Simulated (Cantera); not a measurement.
Low-pressure radical oxidation in H2/O2

An isothermal, constant-pressure homogeneous reactor starts with H2 : O2 = 0.013 : 1 (molar parts), at 1100 K and 0.00870 bar.

Model: the H2/O2 subset of GRI-Mech 3.0, which has no nitrogen chemistry, integrated in Cantera. Radical loss at walls, strong at low pressure, is not modelled.

```tsv
t (s)	x H2	x O2	x OH	x H2O	x H2O2	x O	x HO2
0.000900	0.0128	0.987	9.06e-10	7.02e-10	<1e-12	1.24e-9	8.71e-10
0.00212	0.0128	0.987	5.00e-9	7.27e-9	<1e-12	7.83e-9	2.07e-9
0.00499	0.0128	0.987	1.36e-7	2.55e-7	3.34e-12	2.21e-7	5.83e-9
0.0117	0.0122	0.987	0.000233	0.000469	2.22e-9	0.000395	9.96e-7
0.0277	0.000110	0.977	0.000796	0.0119	2.11e-8	0.00967	1.22e-6
0.0651	5.94e-5	0.978	0.000640	0.0122	1.62e-8	0.00820	1.04e-6
0.153	4.07e-5	0.981	0.000530	0.0124	1.62e-8	0.00556	8.94e-7
0.361	2.01e-5	0.984	0.000373	0.0126	1.56e-8	0.00273	6.52e-7
0.850	6.75e-6	0.986	0.000217	0.0128	1.35e-8	0.000916	3.76e-7
2.00	1.69e-6	0.987	0.000109	0.0129	9.64e-9	0.000231	1.69e-7
```
x: mole fraction; the columns are a selection and need not sum to one.

Equilibrium at this temperature and pressure: H2 1.85e-10, O2 0.987, OH 1.18e-6, H2O 0.0129, H2O2 1.08e-11, O 2.68e-8, HO2 1.40e-9 (gas phase only).
